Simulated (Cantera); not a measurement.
Charge: 1 mol SiO2, 1.1 mol NF3, 7.4 mol N2, 0.51 mol Cl2, at 0.990 bar.

These are equilibrium values from Cantera (NASA tables, ideal gas, pure condensed phases), not measurements of a reactor. Candidate condensed phases: Si, SiO2, Si2N2O, Si3N4; 37 gas species. The tables hold silica as quartz up to 1696 K and as liquid above; real silica turns to tridymite and cristobalite and melts near 1996 K. Kinetics and transport are ignored. All values below are at 1500 °C.

Base state: N2 0.767, SiF4 0.0797, O2 0.0785, Cl 0.0454, Cl2 0.0265, NO 0.00228, ClO 0.000231, O 2.64e-5 (mole fractions); condensed: SiO2(condensed).

Q: What changes in the equilibrium state with this change: pressure from 0.990 bar to 13.3 mbar?

A: 
```csv
species,before,after
N2,0.767,0.749
Cl,0.0454,0.0931
SiF4,0.0797,0.0778
Cl2,0.0265,0.00150
O2,0.0785,0.0765
O,2.64e-5,0.000225
F,5.21e-6,4.43e-5
SiF3,4.44e-6,3.77e-5
ClO,0.000231,5.43e-5
NO,0.00228,0.00223
"SiO2(condensed), mol",0.175,0.175
```
The tables' values for SiF3 are old estimates; treat these amounts as uncertain.

Q: What changes in the equilibrium state with this change: 0.34 mol NH3 added?

A: 
```
species                 before     after
--------------------  --------  --------
N2                       0.767     0.742
SiF4                    0.0797    0.0645
O2                      0.0785    0.0630
HCl                          0    0.0477
HF                           0    0.0438
Cl2                     0.0265   0.00930
Cl                      0.0454    0.0269
H2O                          0  0.000906
OH                           0   4.13e-5
ClO                   0.000231  0.000123
NO                     0.00228   0.00201
SiO2(condensed), mol     0.175     0.295
```
Further candidate phases: H2O, NH4Cl.
